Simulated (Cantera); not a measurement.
A closed system holds: 1 mol MgSO₄, 1.9 mol C, 0.028 mol O₂, 0.06 mol CO₂, equilibrated at 1000 Pa.

Cantera equilibrium calculation (NASA polynomials, part measured and part estimated; ideal gas, pure solids and liquids). Candidate condensed phases: C, Mg, MgCO₃, MgO, MgS, MgSO₄, S; 26 gas species. Kinetics and transport are ignored.

x: gas mole fraction; n: condensed amount in mol.

```csv
T (K),x CO,x CO₂,x S₂,x SO₂,x SO,x S,x COS,n MgO(s)
1475,0.388,0.388,0.172,0.0454,0.00316,0.000126,?,1.00
1550,0.424,0.344,0.160,0.0633,0.00591,0.000285,?,1.00
1625,0.459,0.300,0.147,0.0803,0.0101,0.000596,?,1.000
1700,0.492,0.259,0.134,0.0952,0.0159,0.00116,?,1.000
1775,0.521,0.222,0.122,0.107,0.0237,0.00211,?,1.000
1850,0.545,0.190,0.110,0.116,0.0335,0.00365,?,1.000
1925,0.565,0.162,0.0979,0.122,0.0453,0.00597,?,0.999
```

**Question.** Complete the blanks.

**Answer.** 
- 1475, x COS: 0.00219
- 1550, x COS: 0.00163
- 1625, x COS: 0.00124
- 1700, x COS: 0.000958
- 1775, x COS: 0.000747
- 1850, x COS: 0.000586
- 1925, x COS: 0.000462
